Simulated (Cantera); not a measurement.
Moist CO burnout

A perfectly stirred reactor is fed with CO : O2 : H2O : N2 = 0.0032 : 0.04 : 0.0031 : 1 (molar parts), equivalence ratio 0.040, at 5.72 atm; it is held at 1150 K, and followed from long to short residence time.

Model: GRI-Mech 3.0 (53 species, 325 reactions), integrated in Cantera.

| τ (s) | x CO | x O2 | x H2O | x CO2 | x OH | x HO2 | x O |
|---|---|---|---|---|---|---|---|
| 4.4 | 0.000172 | 0.0368 | 0.00297 | 0.00289 | 2.25e-7 | 6.06e-7 | 8.68e-8 |
| 1.4 | 0.000400 | 0.0369 | 0.00297 | 0.00266 | 2.73e-7 | 1.08e-6 | 1.87e-7 |
| 0.46 | 0.000836 | 0.0372 | 0.00296 | 0.00223 | 3.23e-7 | 1.71e-6 | 3.53e-7 |
| 0.15 | 0.00152 | 0.0375 | 0.00296 | 0.00154 | 3.66e-7 | 2.41e-6 | 5.73e-7 |
| 0.048 | 0.00226 | 0.0378 | 0.00296 | 0.000797 | 3.90e-7 | 2.96e-6 | 7.72e-7 |
| 0.015 | 0.00276 | 0.0381 | 0.00296 | 0.000302 | 3.83e-7 | 3.15e-6 | 8.64e-7 |
| 0.0049 | 0.00297 | 0.0382 | 0.00296 | 9.20e-5 | 3.27e-7 | 2.90e-6 | 8.13e-7 |
| 0.0016 | 0.00304 | 0.0382 | 0.00296 | 1.59e-5 | 1.63e-7 | 1.75e-6 | 4.99e-7 |
| 0.00051 | 0.00306 | 0.0382 | 0.00296 | 5.43e-8 | 1.45e-9 | 1.58e-8 | 8.30e-9 |
| 0.00017 | 0.00306 | 0.0382 | 0.00296 | 5.22e-9 | 2.70e-10 | 1.27e-9 | 2.21e-9 |
x: mole fraction; the columns are a selection and need not sum to one.
